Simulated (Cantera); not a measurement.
Charge: 1 mol toluene, 88 mol H₂, at 1.20 Torr.

Method: chemical equilibrium by Gibbs-energy minimisation in Cantera with the NASA 1993 tables (ideal gas, pure condensed phases). Candidate condensed phases: C, C₆H₆, C₇H₈, C₈H₁₈; 76 gas species. Rates play no part. All values below are at 2200 K.

Base state: H₂ 0.867, H 0.131, C₂H₂ (acetylene) 0.00222, C₂H 1.16e-5 (mole fractions); condensed: C(graphite).

What changes in the equilibrium state with this change: pressure from 1.20 Torr to 15.8 Torr?


```tsv
species	before	after
H₂	0.867	0.959
H	0.131	0.0381
C₂H₂ (acetylene)	0.00222	0.00246
C₂H	1.16e-5	3.38e-6
C(graphite), mol	6.56	6.54
```
